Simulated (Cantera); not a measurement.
**Adiabatic ignition**

An adiabatic, constant-volume homogeneous reactor starts with CH3OH : O2 : N2 : CO2 = 1 : 4.17 : 15.7 : 2.2 (molar parts), equivalence ratio 0.36, at 1325 K and 21800 Torr.

Cantera simulation using GRI-Mech 3.0 (53 species, 325 reactions); the numbers are that mechanism's predictions, not measurements. GRI-Mech 3.0 was tuned for natural gas; its chemistry of methanol as a main component is partial and can be far from experiment. The pressure lies above the range GRI-Mech 3.0 was tuned for (to about 10 atm).

```csv
t (s),T (K),P (bar),x CH3OH,x O2,x CO2,x NO,x H2O2,x HCN
1.00e-6,1325,29.0,0.0433,0.181,0.0954,<1e-12,8.22e-11,<1e-12
4.27e-6,1325,29.0,0.0433,0.181,0.0954,<1e-12,6.67e-9,<1e-12
1.82e-5,1325,29.0,0.0433,0.181,0.0954,<1e-12,3.13e-7,<1e-12
7.77e-5,1326,29.0,0.0429,0.180,0.0953,<1e-12,1.65e-5,<1e-12
0.000331,2220,49.7,<1e-12,0.113,0.135,5.54e-5,7.14e-7,<1e-12
0.00141,2219,49.7,<1e-12,0.113,0.135,0.000352,7.12e-7,<1e-12
0.00603,2216,49.6,<1e-12,0.112,0.135,0.00154,7.04e-7,<1e-12
0.0257,2207,49.4,<1e-12,0.110,0.135,0.00507,6.79e-7,<1e-12
0.110,2199,49.2,<1e-12,0.109,0.135,0.00821,6.58e-7,<1e-12
0.469,2198,49.2,<1e-12,0.109,0.135,0.00833,6.58e-7,<1e-12
2.00,2198,49.2,<1e-12,0.109,0.135,0.00833,6.58e-7,<1e-12
```
x: mole fraction; the columns are a selection and need not sum to one.

- time of steepest temperature rise = 0.141 ms
- temperature at 2.00 s = 2198 K
- equilibrium temperature = 2198 K
- x(CH3OH) at 2.00 s = <1e-12 (gas-phase equilibrium <1e-12)
- x(O2) at 2.00 s = 0.109 (gas-phase equilibrium 0.109)
- x(CO2) at 2.00 s = 0.135 (gas-phase equilibrium 0.135)
